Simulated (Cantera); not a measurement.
Source: NASA polynomial tables (part measured, part estimated), evaluated in Cantera. Values are per mole of reaction as written; species without (g) are pure solids or liquids, kept so even where they would boil at 1 bar.

0.6667 Al + Cl₂(g) ⇌ 0.3333 Al₂Cl₆(g)

```tsv
T (K)	ΔH° (kJ)	ΔS° (J/K)	ΔG° (kJ)	log10 K	condensed phases
598	-430.9	-81.2	-382.3	33.39	Al(s)
798	-430.3	-80.4	-366.2	23.97	Al(s)
998	?	?	?	?	Al(l)
1198	?	?	?	?	Al(l)
1398	?	?	?	?	Al(l)
1598	?	?	?	?	Al(l)
```

Q: Fill in the missing entries.

A: 
- 998, ΔH° (kJ): -437.2
- 998, ΔS° (J/K): -87.8
- 998, ΔG° (kJ): -349.6
- 998, log10 K: 18.30
- 1198, ΔH° (kJ): -436.9
- 1198, ΔS° (J/K): -87.5
- 1198, ΔG° (kJ): -332.1
- 1198, log10 K: 14.48
- 1398, ΔH° (kJ): -436.6
- 1398, ΔS° (J/K): -87.2
- 1398, ΔG° (kJ): -314.6
- 1398, log10 K: 11.75
- 1598, ΔH° (kJ): -436.2
- 1598, ΔS° (J/K): -87.0
- 1598, ΔG° (kJ): -297.2
- 1598, log10 K: 9.71
